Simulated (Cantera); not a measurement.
Silicon carbide growth: (CH3)2SiCl2 + HCl + H2 + CH4

A closed system holds: 1 mol (CH3)2SiCl2, 0.14 mol HCl, a varied amount of H2, 0.13 mol CH4, held at 2500 K and 13300 Pa.

These are equilibrium values from Cantera (NASA tables, ideal gas, pure condensed phases), not measurements of a reactor. Candidate condensed phases: C, C6H6, C7H8, C8H18, Si, SiC; 109 gas species. The feed counts by its element totals alone. The tables' values for SiCl are old estimates; treat these amounts as uncertain. Gases not in the tables: Si2H6 and higher silanes. Rates play no part.

| n(H2) (mol) | x H2 | x HCl | x H | x C2H2 (acetylene) | x Si | x Cl | x SiCl2 | x SiC2 | n C(graphite) | n SiC(s) |
|---|---|---|---|---|---|---|---|---|---|---|
| 17 | 0.823 | 0.0836 | 0.0625 | 0.00890 | 0.00853 | 0.00448 | 0.00300 | 0.00221 | 1.01 | 0.585 |
| 23 | 0.842 | 0.0663 | 0.0632 | 0.00911 | 0.00853 | 0.00352 | 0.00184 | 0.00221 | 0.925 | 0.509 |
| 32 | 0.859 | 0.0506 | 0.0638 | 0.00929 | 0.00853 | 0.00266 | 0.00105 | 0.00221 | 0.805 | 0.387 |
| 45 | 0.872 | 0.0377 | 0.0643 | 0.00944 | 0.00853 | 0.00196 | 0.000574 | 0.00221 | 0.640 | 0.203 |
| 62 | 0.883 | 0.0283 | 0.0647 | 0.00955 | 0.00822 | 0.00147 | 0.000309 | 0.00213 | 0.402 | 0 |
| 86 | 0.894 | 0.0211 | 0.0651 | 0.00918 | 0.00646 | 0.00109 | 0.000133 | 0.00159 | 0 | 0 |
| 120 | 0.904 | 0.0155 | 0.0655 | 0.00696 | 0.00517 | 0.000792 | 5.67e-5 | 0.000955 | 0 | 0 |
| 170 | 0.912 | 0.0111 | 0.0658 | 0.00516 | 0.00399 | 0.000567 | 2.24e-5 | 0.000542 | 0 | 0 |
| 230 | 0.917 | 0.00831 | 0.0659 | 0.00395 | 0.00314 | 0.000422 | 9.77e-6 | 0.000323 | 0 | 0 |
| 320 | 0.922 | 0.00602 | 0.0661 | 0.00292 | 0.00237 | 0.000305 | 3.86e-6 | 0.000180 | 0 | 0 |
x: gas mole fraction; n: condensed amount in mol.

From 17 mol H2 to 45 mol H2 the condensed part is C(graphite) + SiC(s). At 62 mol H2 the condensed part is C(graphite). From 86 mol H2 to 320 mol H2 nothing is condensed. The main Si-bearing gas is Si throughout.
